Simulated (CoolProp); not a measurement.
A simple Rankine cycle with c-C4F8 (RC318): condensing at 318.15 K, boiler at 1.88 MPa, turbine inlet 499 K, turbine efficiency 0.7, pump efficiency 0.7, no recuperator. Each further row changes one setting.

Values from CoolProp's reference Helmholtz-energy equation of state, Platzer 1990. This equation is an older, rougher fit; its heat capacities, sound speeds and derivatives of the liquid may be far off and weren't checked against measurements.

```
case                             thermal efficiency (%)  net work (kJ/kg)  heat in (kJ/kg)  turbine exit temperature (K)  volume ratio over the turbine
-------------------------------  ----------------------  ----------------  ---------------  ----------------------------  -----------------------------
as stated                                             ?                 ?              261                         478.1                              ?
condensing temperature 310.15 K                     6.5                 ?              270                         474.7                              ?
boiler pressure 1.32 MPa                            4.1              10.8              264                         484.9                           2.35
turbine efficiency 0.6                              4.7              12.4              261                         480.4                              ?
```

Q: What belongs in the gaps?

A: 
- as stated, thermal efficiency (%): 5.6
- as stated, net work (kJ/kg): 14.6
- as stated, volume ratio over the turbine: 3.38
- condensing temperature 310.15 K, net work (kJ/kg): 17.6
- condensing temperature 310.15 K, volume ratio over the turbine: 4.24
- turbine efficiency 0.6, volume ratio over the turbine: 3.40
